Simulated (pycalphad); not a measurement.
**Phase fractions of Si-19.05Al (at.%)**

All values are pycalphad results on the COST 507 light-alloy database (1999) (1 atm), not direct measurements. The data set is of 1999 and partly superseded. Phase fractions are per mole of atoms.

```
T (K)  LIQUID  DIAMOND_A4  FCC_A1
-----  ------  ----------  ------
1600    1.000           -       -
1500    0.599       0.401       -
1400    0.438       0.562       -
1300    0.357       0.643       -
1200    0.306       0.694       -
1100    0.271       0.729       -
1000    0.244       0.756       -
900     0.225       0.775       -
800         -       0.808   0.192
700         -       0.809   0.191
600         -       0.809   0.191
500         -       0.809   0.191
```

FCC_A1 is fcc; DIAMOND_A4 is diamond (Si).
